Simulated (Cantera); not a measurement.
An adiabatic, constant-pressure homogeneous reactor starts with 22.9 % CO, 3.20 % H₂, 1.53 % CH₄, 13.4 % O₂, 50.5 % N₂, 8.46 % CO₂, at 950 K and 24.0 bar.

Cantera simulation using GRI-Mech 3.0 (53 species, 325 reactions); the numbers are that mechanism's predictions, not measurements. The pressure lies above the range GRI-Mech 3.0 was tuned for (to about 10 atm). Below about 1000 K GRI-Mech 3.0 lacks low-temperature oxidation paths.

One state of this run: T (K) = 990; x CO = 0.226; x H₂ = 0.0308; x CH₄ = 0.0151; x CH₂ = <1e-12; x CH₃ = 8.64e-7. x: mole fraction; the columns are a selection and need not sum to one.

Which value of t (s) does it belong to?
A) 0.153
B) 0.0235
C) 0.0601
D) 0.00922

D, 0.00922
